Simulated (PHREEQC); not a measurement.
A made-up water analysis in mg/L, 25 °C, pH 5.97, pe 10:

```
constituent             mg/L
------------------  --------
Na                     0.207
K                      0.321
Ca                     0.282
Mg                     0.035
Cl                     0.619
S(6) as SO4            0.595
Alkalinity as HCO3     0.321
B                   7.72e-05
F                    0.00676
```

Valence states are taken as typed.

The numbers come from PHREEQC with the ion-association model, phreeqc.dat.

```yaml
ionic_strength: 5.05e-5 mol/kgw
charge_balance_error: -1.8 %
```

```tsv
species	molality	activity	log γ
Cl-	1.75e-5	1.73e-5	-0.004
CO2	1.51e-5	1.51e-5	0.000
Na+	9.00e-6	8.93e-6	-0.004
K+	8.21e-6	8.14e-6	-0.004
Ca+2	7.03e-6	6.80e-6	-0.014
HCO3-	6.33e-6	6.28e-6	-0.004
SO4-2	6.18e-6	5.98e-6	-0.014
Mg+2	1.44e-6	1.39e-6	-0.014
H+	1.08e-6	1.07e-6	-0.004
F-	3.55e-7	3.52e-7	-0.004
```

No solid was allowed to form. Real BF4- forms and hydrolyses slowly; the run takes it at equilibrium.
